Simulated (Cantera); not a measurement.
A Cantera script and its output.

```python
import numpy as np
import cantera as ct

gas = ct.Solution("gri30.yaml")
gas.TPX = 1275, 25000, {'CO': 0.0092, 'O2': 0.034, 'H2O': 0.00089, 'N2': 1}
reactor = ct.IdealGasConstPressureReactor(gas, energy="off", clone=False)
net = ct.ReactorNet([reactor])
net.rtol, net.atol = 1e-08, 1e-18
show = ['CO', 'O2', 'H2O', 'O', 'HO2', 'H']
times = np.geomspace(0.0001, 100, 13)

steps = ct.SolutionArray(gas, extra=["t"])
rows = []
print(f"{'t/s':>10s}{'T/K':>9s}{'P/Pa':>11s}" + "".join(f"{s:>11s}" for s in show))
for t in times:
    while net.time < t:
        t_next = net.step()
        steps.append(gas.state, t=t_next)
    rows.append([np.interp(t, steps.t, y) for y in (steps.T, steps.P, *steps(*show).X.T)])
    print(f"{t:10.3e}{rows[-1][0]:9.1f}{rows[-1][1]:11.4g}" + "".join(f"{x:11.3e}" for x in rows[-1][2:]))
rate = np.gradient(steps.T, steps.t)
print("integrator steps:", len(steps.t))
if steps.T.max() > steps.T[0] + 200:
    print(f"time of steepest temperature rise: {steps.t[rate.argmax()]:.4e} s")
gas.TPX = 1275, 25000, {'CO': 0.0092, 'O2': 0.034, 'H2O': 0.00089, 'N2': 1}
gas.equilibrate("TP")
print(f"equilibrium (TP): T = {gas.T:.1f} K  " + "  ".join(f"{s} {gas[s].X[0]:.3e}" for s in show))
```

Output:

```
       t/s      T/K       P/Pa         CO         O2        H2O          O        HO2          H
 1.000e-04   1275.0    2.5e+04  8.811e-03  3.256e-02  8.524e-04  1.081e-09  1.647e-12  9.772e-13
 3.162e-04   1275.0    2.5e+04  8.811e-03  3.256e-02  8.524e-04  3.417e-09  5.764e-12  1.209e-11
 1.000e-03   1275.0    2.5e+04  8.811e-03  3.256e-02  8.524e-04  1.134e-08  4.055e-11  1.306e-10
 3.162e-03   1275.0    2.5e+04  8.811e-03  3.256e-02  8.524e-04  6.123e-08  8.729e-10  1.669e-09
 1.000e-02   1275.0    2.5e+04  8.806e-03  3.256e-02  8.520e-04  4.698e-06  9.592e-08  1.657e-07
 3.162e-02   1275.0    2.5e+04  3.759e-03  2.936e-02  6.663e-04  1.530e-03  1.069e-06  2.308e-04
 1.000e-01   1275.0    2.5e+04  2.463e-04  2.832e-02  8.312e-04  1.432e-04  4.349e-07  7.796e-06
 3.162e-01   1275.0    2.5e+04  2.122e-05  2.828e-02  8.503e-04  1.269e-05  9.608e-08  2.114e-07
 1.000e+00   1275.0    2.5e+04  1.842e-06  2.828e-02  8.543e-04  1.435e-06  1.484e-08  8.171e-09
 3.162e+00   1275.0    2.5e+04  1.515e-07  2.828e-02  8.554e-04  2.335e-07  2.300e-09  5.356e-10
 1.000e+01   1275.0    2.5e+04  2.141e-08  2.828e-02  8.558e-04  6.736e-08  6.646e-10  8.317e-11
 3.162e+01   1275.0    2.5e+04  1.002e-08  2.828e-02  8.559e-04  3.855e-08  4.331e-10  3.634e-11
 1.000e+02   1275.0    2.5e+04  9.726e-09  2.828e-02  8.559e-04  3.780e-08  4.277e-10  3.529e-11
integrator steps: 1815
equilibrium (TP): T = 1275.0 K  CO 9.739e-09  O2 2.821e-02  H2O 8.559e-04  O 3.776e-08  HO2 4.269e-10  H 3.532e-11
```

Cantera simulation using GRI-Mech 3.0 (53 species, 325 reactions); the numbers are that mechanism's predictions, not measurements.
